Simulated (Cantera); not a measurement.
Input (Python, Cantera) and output of one run.

```python
import numpy as np
import cantera as ct

gas_names = """
    B BF BF2 BF3 BN B2 F F2 N NF NF2 NF3 N2
""".split()
cond_names = """
    B(b) B(L) BN(s)
""".split()


# ... load() reads the species with a 1 bar reference pressure and builds the phases ...
atoms = {
    'BN': {'B': 1, 'N': 1},
    'NF3': {'N': 1, 'F': 3},
    'N2': {'N': 2},
}
top_T = {'BN(s)': 3200}  # K; cautious upper limits of use, not melting points


# ... equilibrate(T, P, feed) seeds the gas with the atoms and calls Mixture.equilibrate('TP', solver="vcs", rtol=1e-11, max_steps=5000) ...
results = []
feed = {'BN': 1, 'NF3': 0.55, 'N2': 36}  # mol
T = 1575  # K
P = 83000  # Pa
mix = equilibrate(T, P, feed)
results.append((T, P, feed, dict(zip(mix.species_names, mix.species_moles))))
x = sorted(zip(gas.X, gas.species_names), reverse=True)
print(f"T = {T:g} K  P = {P:g} Pa  gas = {mix.phase_moles(0):.4g} mol")
print("   x: " + "  ".join(f"{s} {v:.3e}" for v, s in x if v > 1e-05))
print("   condensed (mol): " + ("  ".join(f"{mix.phase(i).name} {mix.phase_moles(i):.4g}"
      for i in range(1, mix.n_phases) if mix.phase_moles(i) > 1e-12) or "none"))
```

Result:

```
T = 1575 K  P = 83000 Pa  gas = 37.1 mol
   x: N2 9.851e-01  BF3 1.477e-02  BF2 8.767e-05
   condensed (mol): BN(s) 0.4489
```

Cantera equilibrium calculation (NASA polynomials, part measured and part estimated; ideal gas, pure solids and liquids). The tables' values for BF2 are old estimates; treat these amounts as uncertain.
